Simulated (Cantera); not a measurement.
Premixed flame

A freely propagating, adiabatic, planar premixed flame of 55.0 % H2, 9.85 % O2, 28.5 % N2, 6.60 % H2O, equivalence ratio 2.8, unburnt at 700 K and 41000 Pa; unity-Lewis-number transport, grid criteria slope 0.08 and curve 0.16, no radiation.

Computed with Cantera and the H2/O2 subset of GRI-Mech 3.0, which has no nitrogen chemistry. Unity Lewis numbers drop preferential diffusion, which matters most where H2 and H carry the flame. Burning velocities carry a grid error of a few per cent, more on coarse grids.

```json
[
 {"z (mm)": "-4.10", "T (K)": "700", "u (m/s)": "6.59", "x H2": "0.550", "x O2": "0.0985", "x H2O": "0.0660", "x H": "<1e-8", "x OH": "<1e-8", "x HO2": "<1e-8"},
 {"z (mm)": "-2.73", "T (K)": "700", "u (m/s)": "6.59", "x H2": "0.550", "x O2": "0.0985", "x H2O": "0.0660", "x H": "<1e-8", "x OH": "<1e-8", "x HO2": "<1e-8"},
 {"z (mm)": "-2.05", "T (K)": "700", "u (m/s)": "6.59", "x H2": "0.550", "x O2": "0.0985", "x H2O": "0.0660", "x H": "<1e-8", "x OH": "<1e-8", "x HO2": "7.94e-8"},
 {"z (mm)": "-1.37", "T (K)": "700", "u (m/s)": "6.59", "x H2": "0.550", "x O2": "0.0985", "x H2O": "0.0661", "x H": "4.57e-8", "x OH": "<1e-8", "x HO2": "1.95e-6"},
 {"z (mm)": "-0.683", "T (K)": "719", "u (m/s)": "6.76", "x H2": "0.548", "x O2": "0.0973", "x H2O": "0.0686", "x H": "0.000152", "x OH": "6.73e-6", "x HO2": "8.16e-5"},
 {"z (mm)": "-0.341", "T (K)": "862", "u (m/s)": "8.04", "x H2": "0.527", "x O2": "0.0862", "x H2O": "0.0929", "x H": "0.00595", "x OH": "0.000157", "x HO2": "7.35e-5"},
 {"z (mm)": "0", "T (K)": "1196", "u (m/s)": "10.9", "x H2": "0.421", "x O2": "0.0415", "x H2O": "0.185", "x H": "0.0554", "x OH": "0.00114", "x HO2": "2.46e-5"},
 {"z (mm)": "0.341", "T (K)": "1420", "u (m/s)": "12.8", "x H2": "0.335", "x O2": "0.00680", "x H2O": "0.258", "x H": "0.0996", "x OH": "0.00217", "x HO2": "3.51e-6"},
 {"z (mm)": "0.683", "T (K)": "1522", "u (m/s)": "13.6", "x H2": "0.327", "x O2": "0.000987", "x H2O": "0.271", "x H": "0.0979", "x OH": "0.00256", "x HO2": "4.71e-7"},
 {"z (mm)": "1.37", "T (K)": "1628", "u (m/s)": "14.5", "x H2": "0.336", "x O2": "0.000238", "x H2O": "0.275", "x H": "0.0831", "x OH": "0.00288", "x HO2": "1.14e-7"},
 {"z (mm)": "2.73", "T (K)": "1742", "u (m/s)": "15.3", "x H2": "0.348", "x O2": "0.000158", "x H2O": "0.278", "x H": "0.0653", "x OH": "0.00299", "x HO2": "7.63e-8"},
 {"z (mm)": "5.46", "T (K)": "1851", "u (m/s)": "16.1", "x H2": "0.360", "x O2": "9.82e-5", "x H2O": "0.281", "x H": "0.0482", "x OH": "0.00279", "x HO2": "5.00e-8"},
 {"z (mm)": "10.9", "T (K)": "1945", "u (m/s)": "16.8", "x H2": "0.370", "x O2": "5.22e-5", "x H2O": "0.284", "x H": "0.0335", "x OH": "0.00231", "x HO2": "2.97e-8"}
]
```
x: mole fraction of selected species; z is measured from the peak of heat release.

| Quantity | Value |
|---|---|
| laminar burning velocity | 659 cm/s |
| thermal thickness | 1.37 mm |
| peak x(H) | 0.101 |
| peak x(OH) | 0.00300 |
| peak x(HO2) | 9.76e-5 |
| grid points | 129 |
